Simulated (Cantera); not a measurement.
Gas-phase reforming

A perfectly stirred reactor is fed with 20.1 % CH4, 70.4 % CO2, 9.46 % H2, at 5.40 bar; it is held at 1525 K, and followed from long to short residence time.

Model: GRI-Mech 3.0 (53 species, 325 reactions), integrated in Cantera.

```csv
τ (s),x CH4,x CO2,x H2,x HCO,x CH3
2.5,0.0353,0.297,0.0959,7.89e-9,2.16e-5
0.51,0.0628,0.400,0.0692,4.13e-9,3.86e-5
0.10,0.127,0.551,0.0714,1.81e-9,6.32e-5
0.021,0.179,0.660,0.0862,6.90e-10,7.53e-5
0.0043,0.196,0.695,0.0921,2.99e-10,7.57e-5
0.00087,0.200,0.703,0.0940,1.33e-10,6.65e-5
0.00018,0.201,0.704,0.0945,2.80e-11,5.02e-5
```
x: mole fraction; the columns are a selection and need not sum to one.
